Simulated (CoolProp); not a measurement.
The fluid at 404.94 K and 1.67 MPa is compressed adiabatically to 4.04 MPa with isentropic efficiency 1. The same conditions are run with several fluids, on thermodynamics alone (safety and materials aside).

Computed with CoolProp (reference Helmholtz-energy equation of state of each fluid (propylene: Lemmon 2013; R407C: Lemmon 2003; R124: de Vries 1995)). Blends and air are pseudo-pure fits.

| fluid | work (kJ/kg) | final temperature (K) | final phase | final density (kg/m³) |
|---|---|---|---|---|
| propylene | 65.2 | ? | gas | 54.0 |
| R407C | 32.1 | ? | gas | ? |
| R124 | 17.6 | 443.9 | supercritical | ? |

**Question.** Fill in the missing entries.

**Answer.** 
- propylene, final temperature (K): 450.4
- R407C, final temperature (K): 448.5
- R407C, final density (kg/m³): 109
- R124, final density (kg/m³): 213
